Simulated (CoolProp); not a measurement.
Saturation properties of C2F6 (R116).

Values from CoolProp's reference Helmholtz-energy equation of state, Lemmon 2006. It is a short technical equation, of lower accuracy than the large ones.

| T (°C) | p (kPa) | enthalpy of vaporisation (kJ/kg) | liquid cp (kJ/(kg K)) | vapour Z | surface tension (mN/m) | liquid conductivity (mW/(m K)) |
|---|---|---|---|---|---|---|
| -58.95 | 255.4 | 108.1 | 0.9954 | 0.9135 | 8.48 | 68.5 |
| -53.75 | 318.2 | … | 1.012 | … | 7.80 | 66.4 |
| -48.55 | 392.0 | 102.6 | 1.031 | 0.8832 | 7.14 | 64.4 |
| -43.35 | 477.9 | 99.58 | 1.051 | 0.8657 | 6.48 | 62.4 |
| -38.15 | … | 96.42 | 1.074 | 0.8465 | 5.83 | 60.3 |
| -33.05 | 688.8 | 93.11 | 1.098 | 0.8259 | … | 58.3 |
| -27.85 | 818.3 | 89.49 | … | 0.8029 | 4.58 | 56.2 |
| -22.65 | 965.1 | 85.60 | … | 0.7777 | 3.97 | 54.1 |
| -17.45 | 1131 | 81.36 | 1.201 | 0.7501 | 3.38 | 51.9 |
| -12.25 | 1316 | 76.73 | 1.251 | 0.7196 | … | 49.7 |
| -7.05 | 1524 | 71.58 | 1.315 | 0.6858 | 2.25 | 47.5 |
| -1.85 | 1755 | 65.77 | 1.405 | 0.6477 | 1.72 | 45.2 |
| 3.35 | 2013 | 59.04 | 1.544 | 0.6040 | 1.22 | 42.8 |
| 8.55 | 2300 | 50.91 | 1.795 | 0.5521 | 0.762 | 40.4 |
| 13.75 | 2619 | 40.16 | 2.454 | 0.4858 | 0.352 | … |

**Question.** Some entries are withheld; supply them.

**Answer.** 
- -53.75, enthalpy of vaporisation (kJ/kg): 105.4
- -53.75, vapour Z: 0.8991
- -38.15, p (kPa): 577.2
- -33.05, surface tension (mN/m): 5.20
- -27.85, liquid cp (kJ/(kg K)): 1.127
- -22.65, liquid cp (kJ/(kg K)): 1.161
- -12.25, surface tension (mN/m): 2.80
- 13.75, liquid conductivity (mW/(m K)): 38.3

It boils at -78.1 °C under 1 atm.

Thermal conductivity comes from a separate model (Huber 2003), an estimate that may be off by 10 % or more. Surface tension comes from a separate correlation (Mulero 2012).
